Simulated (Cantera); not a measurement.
Cantera with NASA thermochemical tables; ideal gases at 1 bar, condensed phases pure. Values are per mole of reaction as written; species without (g) are pure solids or liquids, kept so even where they would boil at 1 bar.

3 NiS2 + 4 H(g) = Ni3S4 + 2 H2S(g)

```tsv
T (K)	ΔH° (kJ)	ΔS° (J/K)	ΔG° (kJ)	log10 K
398	(withheld)	(withheld)	(withheld)	(withheld)
423	(withheld)	(withheld)	(withheld)	(withheld)
448	(withheld)	(withheld)	(withheld)	(withheld)
473	-829.1	-101.2	-781.2	86.27
498	-830.1	-103.3	-778.7	81.67
523	-831.1	-105.2	-776.1	77.51
548	-832.0	-106.9	-773.4	73.72
573	-832.8	-108.3	-770.7	70.26
```

Problem. What belongs in the gaps?

Solution. 
- 398, ΔH° (kJ): -825.6
- 398, ΔS° (J/K): -93.1
- 398, ΔG° (kJ): -788.5
- 398, log10 K: 103.49
- 423, ΔH° (kJ): -826.9
- 423, ΔS° (J/K): -96.2
- 423, ΔG° (kJ): -786.2
- 423, log10 K: 97.08
- 448, ΔH° (kJ): -828.0
- 448, ΔS° (J/K): -98.8
- 448, ΔG° (kJ): -783.7
- 448, log10 K: 91.38
